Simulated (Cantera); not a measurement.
A perfectly stirred reactor is fed with 46.3 % H₂, 53.7 % O₂, at 20.0 Torr; it is held at 1425 K, and followed from long to short residence time.

Detailed kinetics in Cantera: GRI-Mech 3.0 (53 species, 325 reactions). Radical loss at walls, strong at low pressure, is not modelled. The temperature is held fixed by assumption; the heat of reaction is taken as removed at once.

Question: Predict: x(H₂) at τ = 0.380 s; x(O₂) at τ = 0.380 s; x(HO₂) at τ = 0.380 s; x(O) at τ = 0.380 s; x(OH) at τ = 0.380 s; x(H₂) at τ = 46.0 ms; x(O₂) at τ = 46.0 ms; x(HO₂) at τ = 46.0 ms; x(O) at τ = 46.0 ms; x(OH) at τ = 46.0 ms.

Answer: 
| Quantity | Value |
|---|---|
| x(H₂) at τ = 0.380 s | 0.00267 |
| x(O₂) at τ = 0.380 s | 0.393 |
| x(HO₂) at τ = 0.380 s | 8.55e-6 |
| x(O) at τ = 0.380 s | 0.00336 |
| x(OH) at τ = 0.380 s | 0.00693 |
| x(H₂) at τ = 46.0 ms | 0.0104 |
| x(O₂) at τ = 46.0 ms | 0.386 |
| x(HO₂) at τ = 46.0 ms | 1.46e-5 |
| x(O) at τ = 46.0 ms | 0.0135 |
| x(OH) at τ = 46.0 ms | 0.0137 |
